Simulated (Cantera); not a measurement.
Cantera with NASA thermochemical tables; ideal gases at 1 bar, condensed phases pure. Values are per mole of reaction as written; species without (g) are pure solids or liquids, kept so even where they would boil at 1 bar.

2 NF3(g) + 3 Pb(g) = 3 PbF2 + 2 N(g)

| T (K) | ΔH° (kJ) | ΔS° (J/K) | ΔG° (kJ) | log10 K | condensed phases |
|---|---|---|---|---|---|
| 525 | … | … | … | … | PbF2(s) |
| 625 | … | … | … | … | PbF2(s) |
| 725 | … | … | … | … | PbF2(s) |
| 825 | -1331.8 | -270.1 | -1109.0 | 70.21 | PbF2(s) |
| 925 | -1321.1 | -257.8 | -1082.6 | 61.14 | PbF2(s) |
| 1025 | -1312.3 | -248.8 | -1057.3 | 53.88 | PbF2(s) |
| 1125 | -1260.3 | -201.6 | -1033.6 | 47.99 | PbF2(l) |
| 1225 | … | … | … | … | PbF2(l) |

Task: Complete the blanks.

Result: 
- 525, ΔH° (kJ): -1388.8
- 525, ΔS° (J/K): -354.9
- 525, ΔG° (kJ): -1202.5
- 525, log10 K: 119.64
- 625, ΔH° (kJ): -1373.1
- 625, ΔS° (J/K): -328.0
- 625, ΔG° (kJ): -1168.1
- 625, log10 K: 97.63
- 725, ΔH° (kJ): -1350.2
- 725, ΔS° (J/K): -294.0
- 725, ΔG° (kJ): -1137.0
- 725, log10 K: 81.92
- 1225, ΔH° (kJ): -1246.0
- 1225, ΔS° (J/K): -189.3
- 1225, ΔG° (kJ): -1014.1
- 1225, log10 K: 43.24
